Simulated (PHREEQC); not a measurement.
A PHREEQC speciation (ion-association model, wateq4f.dat) at 75 °C gives pH 8.44 and these molalities:

| species | mol/kgw |
|---|---|
| Na+ | 0.0355 |
| HCO3- | 0.0260 |
| H3BO3 | 0.0118 |
| H2BO3- | 0.00505 |
| NaCO3- | 0.00253 |
| CO3-2 | 0.000927 |
| NaHCO3 | 0.000354 |
| CO2 | 0.000165 |
| OH- | 6.53e-5 |

Question: What are the element totals, and what could have been dissolved in 1 kg of water to give them?

Answer: Several could match; the one computed here: totals B 0.0168, C(4) 0.0300, Na 0.0384 mol/kgw, from 0.03 mol NaHCO3 and 0.0042 mol Na2B4O7 per kg of water.

Precipitation was switched off in this run. Complexes and solids missing from the database can't appear. At this temperature some constants are extrapolated from 25 °C, and those without enthalpy data are left unchanged.
